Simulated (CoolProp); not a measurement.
Ethanol along the isotherm 466.9 K: Z from the reference equation and from simpler models built on Tc = 514.7 K, pc = 6268 kPa, ω = 0.644; each cubic takes its own stable root.

Model: reference Helmholtz-energy equation of state, Schroeder 2014, in CoolProp.

```tsv
p (kPa)	phase	reference
99.1	gas	0.9924
226	gas	0.9825
513	gas	0.9594
1170	gas	0.9018
6050	liquid	0.1222
13800	liquid	0.2662
31300	liquid	0.5674
```

Problem. How far does each simpler model (van der Waals, Redlich-Kwong, Soave-Redlich-Kwong, Peng-Robinson) lie from the reference over these 7 states: mean and median of the absolute difference, and the worst?

Solution. 
- van der Waals: mean 33.1 %, median 2.6 %, worst +86.8 % at 466.9 K and 6050 kPa
- Redlich-Kwong: mean 14.2 %, median 0.9 %, worst +39.8 % at 466.9 K and 6050 kPa
- Soave-Redlich-Kwong: mean 10.5 %, median 0.2 %, worst +26.8 % at 466.9 K and 6050 kPa
- Peng-Robinson: mean 4.8 %, median 1.1 %, worst +12.4 % at 466.9 K and 6050 kPa
